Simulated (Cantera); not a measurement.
What does this Cantera script print?

```python
import numpy as np
import cantera as ct

gas_names = """
    H HNO HNO2 HNO3 HO2 H2 H2O H2O2 N NH NH2 NH3 NH2OH NO NO2 NO3 N2 N2H2 N2H4 N2O O OH O2 O3 Si SiH
    SiH2 SiH3 SiH4 SiN SiO SiO2 Si2 Si2N Si3
""".split()
cond_names = """
    H2O(s) H2O(L) Si(cr) Si(L) SiO2(Lqz) SiO2(hqz) SiO2(L) Si2N2O(s) Si3N4(a)
""".split()


def load(file, names, dense=False):
    # The tables refer to 1 bar. Condensed volumes are neglected.
    table = {s.name: s for s in ct.Species.list_from_file(file)}
    out = []
    for n in names:
        d = dict(table[n].input_data)
        d["thermo"] = dict(d["thermo"], **{"reference-pressure": 1e5})
        if dense:
            d["equation-of-state"] = {"model": "constant-volume", "density": "1e6 g/cm^3"}
        out.append(ct.Species.from_dict(d))
    return out


gas = ct.Solution(thermo="ideal-gas", species=load("nasa_gas.yaml", gas_names))
cond = {s.name: ct.Solution(thermo="fixed-stoichiometry", species=[s], name=s.name)
        for s in load("nasa_condensed.yaml", cond_names, dense=True)}
atoms = {
    'Si3N4': {'Si': 3, 'N': 4},
    'H2O': {'H': 2, 'O': 1},
    'N2': {'N': 2},
}
top_T = {'Si2N2O(s)': 2100, 'Si3N4(a)': 2400}  # K; cautious upper limits of use, not melting points


def equilibrate(T, P, feed):
    n = {}
    for name, mol in feed.items():
        for a, k in atoms[name].items():
            n[a] = n.get(a, 0.0) + k * mol
    gas.TPX = T, P, n
    mass = sum(n.values()) * gas.mean_molecular_weight
    gas.equilibrate("TP")
    valid = [c for c in cond.values() if c.min_temp <= T <= top_T.get(c.name, c.max_temp)]
    mix = ct.Mixture([(gas, mass / gas.mean_molecular_weight)] + [(c, 0.0) for c in valid])
    mix.T, mix.P = T, P
    mix.equilibrate("TP", solver="vcs", rtol=1e-11, max_steps=5000)
    return mix


results = []
P = 10000  # Pa
for T in [1075, 1175, 1275, 1375, 1475, 1575, 1675, 1775, 1875, 1975, 2075, 2175]:
    for m in [0.0047, 0.0071, 0.011, 0.016, 0.024, 0.037, 0.056, 0.084, 0.13, 0.19, 0.29, 0.44, 0.67]:
        feed = {'Si3N4': 1, 'H2O': m, 'N2': 310}  # mol
        mix = equilibrate(T, P, feed)
        results.append((T, P, feed, dict(zip(mix.species_names, mix.species_moles))))

for T, P, feed, n in results:
    print(f"{T:7g} {feed['H2O']:10.4g}  " + (" + ".join(c for c in cond_names if n.get(c, 0) > 1e-12) or "gas only"))
```

It prints:

```
   1075     0.0047  Si2N2O(s) + Si3N4(a)
   1075     0.0071  Si2N2O(s) + Si3N4(a)
   1075      0.011  Si2N2O(s) + Si3N4(a)
   1075      0.016  Si2N2O(s) + Si3N4(a)
   1075      0.024  Si2N2O(s) + Si3N4(a)
   1075      0.037  Si2N2O(s) + Si3N4(a)
   1075      0.056  Si2N2O(s) + Si3N4(a)
   1075      0.084  Si2N2O(s) + Si3N4(a)
   1075       0.13  Si2N2O(s) + Si3N4(a)
   1075       0.19  Si2N2O(s) + Si3N4(a)
   1075       0.29  Si2N2O(s) + Si3N4(a)
   1075       0.44  Si2N2O(s) + Si3N4(a)
   1075       0.67  Si2N2O(s) + Si3N4(a)
   1175     0.0047  Si2N2O(s) + Si3N4(a)
   1175     0.0071  Si2N2O(s) + Si3N4(a)
   1175      0.011  Si2N2O(s) + Si3N4(a)
   1175      0.016  Si2N2O(s) + Si3N4(a)
   1175      0.024  Si2N2O(s) + Si3N4(a)
   1175      0.037  Si2N2O(s) + Si3N4(a)
   1175      0.056  Si2N2O(s) + Si3N4(a)
   1175      0.084  Si2N2O(s) + Si3N4(a)
   1175       0.13  Si2N2O(s) + Si3N4(a)
   1175       0.19  Si2N2O(s) + Si3N4(a)
   1175       0.29  Si2N2O(s) + Si3N4(a)
   1175       0.44  Si2N2O(s) + Si3N4(a)
   1175       0.67  Si2N2O(s) + Si3N4(a)
   1275     0.0047  Si2N2O(s) + Si3N4(a)
   1275     0.0071  Si2N2O(s) + Si3N4(a)
   1275      0.011  Si2N2O(s) + Si3N4(a)
   1275      0.016  Si2N2O(s) + Si3N4(a)
   1275      0.024  Si2N2O(s) + Si3N4(a)
   1275      0.037  Si2N2O(s) + Si3N4(a)
   1275      0.056  Si2N2O(s) + Si3N4(a)
   1275      0.084  Si2N2O(s) + Si3N4(a)
   1275       0.13  Si2N2O(s) + Si3N4(a)
   1275       0.19  Si2N2O(s) + Si3N4(a)
   1275       0.29  Si2N2O(s) + Si3N4(a)
   1275       0.44  Si2N2O(s) + Si3N4(a)
   1275       0.67  Si2N2O(s) + Si3N4(a)
   1375     0.0047  Si2N2O(s) + Si3N4(a)
   1375     0.0071  Si2N2O(s) + Si3N4(a)
   1375      0.011  Si2N2O(s) + Si3N4(a)
   1375      0.016  Si2N2O(s) + Si3N4(a)
   1375      0.024  Si2N2O(s) + Si3N4(a)
   1375      0.037  Si2N2O(s) + Si3N4(a)
   1375      0.056  Si2N2O(s) + Si3N4(a)
   1375      0.084  Si2N2O(s) + Si3N4(a)
   1375       0.13  Si2N2O(s) + Si3N4(a)
   1375       0.19  Si2N2O(s) + Si3N4(a)
   1375       0.29  Si2N2O(s) + Si3N4(a)
   1375       0.44  Si2N2O(s) + Si3N4(a)
   1375       0.67  Si2N2O(s) + Si3N4(a)
   1475     0.0047  Si2N2O(s) + Si3N4(a)
   1475     0.0071  Si2N2O(s) + Si3N4(a)
   1475      0.011  Si2N2O(s) + Si3N4(a)
   1475      0.016  Si2N2O(s) + Si3N4(a)
   1475      0.024  Si2N2O(s) + Si3N4(a)
   1475      0.037  Si2N2O(s) + Si3N4(a)
   1475      0.056  Si2N2O(s) + Si3N4(a)
   1475      0.084  Si2N2O(s) + Si3N4(a)
   1475       0.13  Si2N2O(s) + Si3N4(a)
   1475       0.19  Si2N2O(s) + Si3N4(a)
   1475       0.29  Si2N2O(s) + Si3N4(a)
   1475       0.44  Si2N2O(s) + Si3N4(a)
   1475       0.67  Si2N2O(s) + Si3N4(a)
   1575     0.0047  Si2N2O(s) + Si3N4(a)
   1575     0.0071  Si2N2O(s) + Si3N4(a)
   1575      0.011  Si2N2O(s) + Si3N4(a)
   1575      0.016  Si2N2O(s) + Si3N4(a)
   1575      0.024  Si2N2O(s) + Si3N4(a)
   1575      0.037  Si2N2O(s) + Si3N4(a)
   1575      0.056  Si2N2O(s) + Si3N4(a)
   1575      0.084  Si2N2O(s) + Si3N4(a)
   1575       0.13  Si2N2O(s) + Si3N4(a)
   1575       0.19  Si2N2O(s) + Si3N4(a)
   1575       0.29  Si2N2O(s) + Si3N4(a)
   1575       0.44  Si2N2O(s) + Si3N4(a)
   1575       0.67  Si2N2O(s) + Si3N4(a)
   1675     0.0047  Si3N4(a)
   1675     0.0071  Si3N4(a)
   1675      0.011  Si3N4(a)
   1675      0.016  Si3N4(a)
   1675      0.024  Si3N4(a)
   1675      0.037  Si2N2O(s) + Si3N4(a)
   1675      0.056  Si2N2O(s) + Si3N4(a)
   1675      0.084  Si2N2O(s) + Si3N4(a)
   1675       0.13  Si2N2O(s) + Si3N4(a)
   1675       0.19  Si2N2O(s) + Si3N4(a)
   1675       0.29  Si2N2O(s) + Si3N4(a)
   1675       0.44  Si2N2O(s) + Si3N4(a)
   1675       0.67  Si2N2O(s) + Si3N4(a)
   1775     0.0047  Si3N4(a)
   1775     0.0071  Si3N4(a)
   1775      0.011  Si3N4(a)
   1775      0.016  Si3N4(a)
   1775      0.024  Si3N4(a)
   1775      0.037  Si3N4(a)
   1775      0.056  Si3N4(a)
   1775      0.084  Si3N4(a)
   1775       0.13  Si3N4(a)
   1775       0.19  Si3N4(a)
   1775       0.29  Si2N2O(s) + Si3N4(a)
   1775       0.44  Si2N2O(s) + Si3N4(a)
   1775       0.67  Si2N2O(s) + Si3N4(a)
   1875     0.0047  Si3N4(a)
   1875     0.0071  Si3N4(a)
   1875      0.011  Si3N4(a)
   1875      0.016  Si3N4(a)
   1875      0.024  Si3N4(a)
   1875      0.037  Si3N4(a)
   1875      0.056  Si3N4(a)
   1875      0.084  Si3N4(a)
   1875       0.13  Si3N4(a)
   1875       0.19  Si3N4(a)
   1875       0.29  Si3N4(a)
   1875       0.44  Si3N4(a)
   1875       0.67  Si3N4(a)
   1975     0.0047  Si(L)
   1975     0.0071  Si(L)
   1975      0.011  Si(L)
   1975      0.016  Si(L)
   1975      0.024  Si(L)
   1975      0.037  Si(L)
   1975      0.056  Si(L)
   1975      0.084  Si(L)
   1975       0.13  Si(L)
   1975       0.19  Si(L)
   1975       0.29  Si(L)
   1975       0.44  Si(L)
   1975       0.67  Si(L)
   2075     0.0047  Si(L)
   2075     0.0071  Si(L)
   2075      0.011  Si(L)
   2075      0.016  Si(L)
   2075      0.024  Si(L)
   2075      0.037  Si(L)
   2075      0.056  Si(L)
   2075      0.084  Si(L)
   2075       0.13  Si(L)
   2075       0.19  Si(L)
   2075       0.29  Si(L)
   2075       0.44  Si(L)
   2075       0.67  Si(L)
   2175     0.0047  Si(L)
   2175     0.0071  Si(L)
   2175      0.011  Si(L)
   2175      0.016  Si(L)
   2175      0.024  Si(L)
   2175      0.037  Si(L)
   2175      0.056  Si(L)
   2175      0.084  Si(L)
   2175       0.13  Si(L)
   2175       0.19  Si(L)
   2175       0.29  Si(L)
   2175       0.44  Si(L)
   2175       0.67  Si(L)
```

Cantera equilibrium calculation (NASA polynomials, part measured and part estimated; ideal gas, pure solids and liquids). Mutual solubility and eutectic melting of coexisting phases are not modelled.
